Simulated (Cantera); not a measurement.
A closed system holds: 1 mol Hg, 1.4 mol O2, 2.8 mol N2, 0.23 mol H2, held at 550 K and 0.880 bar.

These are equilibrium values from Cantera (NASA tables, ideal gas, pure condensed phases), not measurements of a reactor. Candidate condensed phases: H2O, Hg, HgO; 25 gas species. The numbers say what is thermodynamically allowed, not how fast it happens.

Base state: N2 0.733, O2 0.206, H2O 0.0602, Hg 0.000512 (mole fractions); condensed: HgO(s).

Problem. What changes in the equilibrium state with this change: temperature from 550 K to 1175 K?

Solution. 
```csv
species,before,after
N2,0.733,0.527
O2,0.206,0.242
Hg,0.000512,0.188
H2O,0.0602,0.0433
NO,3.72e-9,0.000141
"HgO(s), mol",0.998,0
```
